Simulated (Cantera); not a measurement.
Cantera run, input and output.

```python
import numpy as np
import cantera as ct

gas = ct.Solution("gri30.yaml")
gas.TPX = 1100, 1000000, {'CO': 1, 'H2': 0.71, 'O2': 0.534, 'N2': 2.01, 'CO2': 0.19, 'H2O': 0.032}
reactor = ct.IdealGasConstPressureReactor(gas, energy="on", clone=False)
net = ct.ReactorNet([reactor])
net.rtol, net.atol = 1e-08, 1e-16
show = ['CO', 'H2', 'O2', 'NO', 'H2O2']
times = np.geomspace(5e-06, 0.3, 13)

steps = ct.SolutionArray(gas, extra=["t"])
rows = []
print(f"{'t/s':>10s}{'T/K':>9s}{'P/Pa':>11s}" + "".join(f"{s:>11s}" for s in show))
for t in times:
    while net.time < t:
        t_next = net.step()
        steps.append(gas.state, t=t_next)
    rows.append([np.interp(t, steps.t, y) for y in (steps.T, steps.P, *steps(*show).X.T)])
    print(f"{t:10.3e}{rows[-1][0]:9.1f}{rows[-1][1]:11.4g}" + "".join(f"{x:11.3e}" for x in rows[-1][2:]))
rate = np.gradient(steps.T, steps.t)
print("integrator steps:", len(steps.t))
if steps.T.max() > steps.T[0] + 200:
    print(f"time of steepest temperature rise: {steps.t[rate.argmax()]:.4e} s")
gas.TPX = 1100, 1000000, {'CO': 1, 'H2': 0.71, 'O2': 0.534, 'N2': 2.01, 'CO2': 0.19, 'H2O': 0.032}
gas.equilibrate("HP")
print(f"equilibrium (HP): T = {gas.T:.1f} K  " + "  ".join(f"{s} {gas[s].X[0]:.3e}" for s in show))
```

It prints:

```
       t/s      T/K       P/Pa         CO         H2         O2         NO       H2O2
 5.000e-06   1100.0      1e+06  2.234e-01  1.586e-01  1.193e-01  1.776e-19  4.482e-10
 1.251e-05   1100.0      1e+06  2.234e-01  1.586e-01  1.193e-01  8.452e-19  3.284e-09
 3.128e-05   1100.0      1e+06  2.234e-01  1.586e-01  1.193e-01  7.961e-18  2.676e-08
 7.825e-05   1100.2      1e+06  2.234e-01  1.586e-01  1.193e-01  4.013e-16  3.813e-07
 1.957e-04   1106.8      1e+06  2.231e-01  1.582e-01  1.188e-01  3.012e-13  4.763e-05
 4.896e-04   2716.6      1e+06  1.445e-01  2.212e-02  1.304e-03  4.667e-04  1.987e-07
 1.225e-03   2710.5      1e+06  1.451e-01  2.232e-02  1.218e-03  1.539e-03  1.898e-07
 3.064e-03   2708.3      1e+06  1.453e-01  2.240e-02  1.187e-03  1.937e-03  1.866e-07
 7.663e-03   2708.2      1e+06  1.453e-01  2.240e-02  1.186e-03  1.947e-03  1.865e-07
 1.917e-02   2708.2      1e+06  1.453e-01  2.240e-02  1.186e-03  1.947e-03  1.865e-07
 4.795e-02   2708.2      1e+06  1.453e-01  2.240e-02  1.186e-03  1.947e-03  1.865e-07
 1.199e-01   2708.2      1e+06  1.453e-01  2.240e-02  1.186e-03  1.947e-03  1.865e-07
 3.000e-01   2708.2      1e+06  1.453e-01  2.240e-02  1.186e-03  1.947e-03  1.865e-07
integrator steps: 1623
time of steepest temperature rise: 3.3864e-04 s
equilibrium (HP): T = 2708.2 K  CO 1.453e-01  H2 2.240e-02  O2 1.186e-03  NO 1.947e-03  H2O2 1.865e-07
```

Detailed kinetics in Cantera: GRI-Mech 3.0 (53 species, 325 reactions). The hydrogen kinetics of GRI-Mech 3.0 are dated; newer H2 mechanisms differ, most at raised pressure.
